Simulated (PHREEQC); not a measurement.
1 kg of water holding 0.089 mol MgCl2, 0.0036 mol SrCl2, 0.043 mol KCl, 0.055 mol CaCl2 and 0.022 mol NaCl is evaporated at 25 °C; the solids stay in contact with the brine. The system is closed to CO2. The run lets Bischofite, Brucite, Carnallite, Halite, Portlandite, Sylvite, MgCl2_4H2O precipitate or redissolve, and no other solid.

The series has 20 steps of water left (kg), from 1 to 0.01997.

Model: Pitzer model, pitzer.dat, run in PHREEQC.

Question: Which solids form, in which order, and at which step of the series does each first stand?

Answer: Halite from water left = 0.03564 kg; Sylvite from water left = 0.03564 kg, last present at water left = 0.02773 kg; Carnallite from water left = 0.02773 kg.

Species that the database lacks are ignored.
